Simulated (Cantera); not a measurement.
## Adiabatic ignition

An adiabatic, constant-volume homogeneous reactor starts with 9.39 % CH₄, 1.41 % CO, 10.2 % O₂, 79.0 % N₂, equivalence ratio 1.9, at 1325 K and 710000 Pa.

Detailed kinetics in Cantera: GRI-Mech 3.0 (53 species, 325 reactions).

| t (s) | T (K) | P (bar) | x CH₄ | x CO | x O₂ | x C₂H | x H₂O₂ |
|---|---|---|---|---|---|---|---|
| 2.00e-6 | 1325 | 7.10 | 0.0939 | 0.0141 | 0.102 | <1e-12 | 6.19e-10 |
| 5.87e-6 | 1325 | 7.10 | 0.0939 | 0.0141 | 0.102 | <1e-12 | 4.34e-9 |
| 1.72e-5 | 1325 | 7.10 | 0.0939 | 0.0141 | 0.102 | <1e-12 | 2.18e-8 |
| 5.05e-5 | 1325 | 7.10 | 0.0939 | 0.0141 | 0.102 | <1e-12 | 5.73e-8 |
| 0.000148 | 1325 | 7.10 | 0.0939 | 0.0141 | 0.102 | <1e-12 | 7.09e-8 |
| 0.000435 | 1326 | 7.10 | 0.0938 | 0.0141 | 0.102 | <1e-12 | 1.05e-7 |
| 0.00128 | 1328 | 7.12 | 0.0933 | 0.0141 | 0.102 | <1e-12 | 2.59e-7 |
| 0.00374 | 1362 | 7.31 | 0.0884 | 0.0152 | 0.0985 | <1e-12 | 1.77e-6 |
| 0.0110 | 2322 | 13.5 | 8.05e-10 | 0.0843 | 4.23e-7 | <1e-12 | 9.68e-10 |
| 0.0322 | 2322 | 13.5 | 7.90e-10 | 0.0843 | 4.24e-7 | <1e-12 | 9.70e-10 |
| 0.0945 | 2322 | 13.5 | 7.90e-10 | 0.0843 | 4.24e-7 | <1e-12 | 9.70e-10 |
| 0.277 | 2322 | 13.5 | 7.90e-10 | 0.0843 | 4.24e-7 | <1e-12 | 9.70e-10 |
| 0.813 | 2322 | 13.5 | 7.90e-10 | 0.0843 | 4.24e-7 | <1e-12 | 9.70e-10 |
| 2.39 | 2322 | 13.5 | 7.90e-10 | 0.0843 | 4.24e-7 | <1e-12 | 9.70e-10 |
| 7.00 | 2322 | 13.5 | 7.90e-10 | 0.0843 | 4.24e-7 | <1e-12 | 9.70e-10 |
x: mole fraction; the columns are a selection and need not sum to one.

```
Quantity                                                              Result
---------------------------------  -----------------------------------------
time of steepest temperature rise                                    4.86 ms
temperature at 7.00 s                                                 2322 K
equilibrium temperature                                               2322 K
x(CH₄) at 7.00 s                   7.90e-10 (gas-phase equilibrium 8.84e-10)
x(CO) at 7.00 s                        0.0843 (gas-phase equilibrium 0.0843)
x(O₂) at 7.00 s                      4.24e-7 (gas-phase equilibrium 4.24e-7)
```
